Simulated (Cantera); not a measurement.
Source: NASA polynomial tables (part measured, part estimated), evaluated in Cantera. Values are per mole of reaction as written; species without (g) are pure solids or liquids, kept so even where they would boil at 1 bar. ZrN: taken at fixed stoichiometry.

N(g) + ZrO₂(g) ⇌ 2 O(g) + ZrN

```csv
T (K),ΔH° (kJ),ΔS° (J/K),ΔG° (kJ),log10 K
650,-47.4,-52.6,-13.2,1.06
725,…,…,…,…
800,-44.8,-49.1,-5.5,0.36
875,-43.6,-47.6,-1.9,0.11
950,…,…,…,…
1025,…,…,…,…
1100,-39.6,-43.6,8.4,-0.40
1175,-38.3,-42.4,11.6,-0.51
1250,-36.9,-41.3,14.7,-0.62
1325,-35.4,-40.2,17.8,-0.70
1400,-34.0,-39.1,20.7,-0.77
```

What belongs in the gaps?


- 725, ΔH° (kJ): -46.1
- 725, ΔS° (J/K): -50.8
- 725, ΔG° (kJ): -9.3
- 725, log10 K: 0.67
- 950, ΔH° (kJ): -42.3
- 950, ΔS° (J/K): -46.2
- 950, ΔG° (kJ): 1.6
- 950, log10 K: -0.09
- 1025, ΔH° (kJ): -41.0
- 1025, ΔS° (J/K): -44.9
- 1025, ΔG° (kJ): 5.0
- 1025, log10 K: -0.26
